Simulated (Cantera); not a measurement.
An isothermal, constant-pressure homogeneous reactor starts with CH4 : CO2 : H2 = 1 : 0.76 : 1.8 (molar parts), at 1525 K and 10.9 atm. Integrator tolerance rtol = 1e-08.

Cantera simulation using GRI-Mech 3.0 (53 species, 325 reactions); the numbers are that mechanism's predictions, not measurements.

**Question.** What does this change do: temperature 1525 to 2175 K?

**Answer.** 
```
quantity                                            before                                    after
-----------------  ---------------------------------------  ---------------------------------------
x(CH4) at 2.00 s      0.197 (gas-phase equilibrium 0.0472)  0.00513 (gas-phase equilibrium 0.00513)
x(CO2) at 2.00 s   0.0263 (gas-phase equilibrium 0.000116)  2.94e-6 (gas-phase equilibrium 2.99e-6)
x(H2) at 2.00 s        0.411 (gas-phase equilibrium 0.653)      0.686 (gas-phase equilibrium 0.686)
x(HO2) at 2.00 s     <1e-12 (gas-phase equilibrium <1e-12)    <1e-12 (gas-phase equilibrium <1e-12)
x(C2H2) at 2.00 s  0.0108 (gas-phase equilibrium 0.000157)    0.0196 (gas-phase equilibrium 0.0196)
```
